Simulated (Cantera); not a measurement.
A Cantera script and its output.

```python
import numpy as np
import cantera as ct

gas = ct.Solution("gri30.yaml")
gas.TPX = 573, 37000, {'CH4': 1, 'O2': 1.54, 'N2': 5.78}
flame = ct.FreeFlame(gas, width=0.08)
flame.set_refine_criteria(ratio=3, slope=0.08, curve=0.16)
flame.transport_model = "unity-Lewis-number"
flame.solve(loglevel=0, auto=True)
z, T = flame.grid, flame.T
thick = (T[-1] - T[0]) / np.gradient(T, z).max()
show = ['CH4', 'O2', 'CH2', 'H', 'CH3', 'NO2']
print(f"laminar burning velocity  {flame.velocity[0] * 100:.3f} cm/s")
print(f"burnt temperature         {T[-1]:.1f} K")
print(f"thermal thickness         {thick * 1e3:.4f} mm")
print(f"grid points               {len(z)}")
z0 = z[flame.heat_release_rate.argmax()]
print(f"{'z/mm':>9s}{'T/K':>9s}{'u/(m/s)':>9s}" + "".join(f"{s:>11s}" for s in show))
rows = []
for k in (-3, -2, -1.5, -1, -0.5, -0.25, 0, 0.25, 0.5, 1, 2, 4, 8):
    zz = z0 + k * thick
    rows.append([k * thick, np.interp(zz, z, T), np.interp(zz, z, flame.velocity),
                 *(np.interp(zz, z, flame.X[gas.species_index(s)]) for s in show)])
    print(f"{rows[-1][0] * 1e3:9.3f}{rows[-1][1]:9.1f}{rows[-1][2]:9.3f}" + "".join(f"{x:11.3e}" for x in rows[-1][3:]))
```

Output:

```
laminar burning velocity  71.762 cm/s
burnt temperature         2230.7 K
thermal thickness         1.1710 mm
grid points               135
     z/mm      T/K  u/(m/s)        CH4         O2        CH2          H        CH3        NO2
   -3.513    573.6    0.718  1.201e-01  1.850e-01  2.622e-18  8.051e-14  3.902e-08  1.486e-09
   -2.342    579.1    0.725  1.197e-01  1.845e-01  2.716e-15  1.403e-11  4.510e-07  1.603e-08
   -1.757    600.0    0.752  1.180e-01  1.822e-01  2.102e-13  6.448e-10  2.280e-06  6.648e-08
   -1.171    715.4    0.901  1.082e-01  1.697e-01  5.092e-11  1.898e-07  2.272e-05  2.535e-07
   -0.586   1163.8    1.497  6.793e-02  1.177e-01  1.173e-07  3.443e-05  6.696e-04  2.786e-07
   -0.293   1554.5    2.043  3.144e-02  6.932e-02  1.279e-05  7.032e-04  3.031e-03  7.223e-08
    0.000   1903.0    2.551  4.490e-03  2.437e-02  8.353e-05  6.602e-03  2.430e-03  4.059e-09
    0.293   2016.1    2.714  1.466e-04  7.241e-03  1.209e-05  1.436e-02  1.726e-04  1.189e-09
    0.586   2037.1    2.741  3.083e-06  4.023e-03  4.439e-07  1.644e-02  4.691e-06  1.346e-09
    1.171   2058.6    2.766  6.356e-09  3.025e-03  1.891e-09  1.588e-02  1.290e-08  1.447e-09
    2.342   2088.6    2.799  4.642e-13  2.387e-03  2.877e-13  1.370e-02  1.377e-12  1.541e-09
    4.684   2127.2    2.842  5.157e-15  1.664e-03  2.799e-15  1.074e-02  2.112e-14  1.687e-09
    9.368   2168.4    2.887  6.434e-15  9.461e-04  2.872e-15  7.578e-03  2.000e-14  1.898e-09
```

Cantera simulation using GRI-Mech 3.0 (53 species, 325 reactions); the numbers are that mechanism's predictions, not measurements. Unity Lewis numbers drop preferential diffusion, which matters most where H2 and H carry the flame. Burning velocities carry a grid error of a few per cent, more on coarse grids.
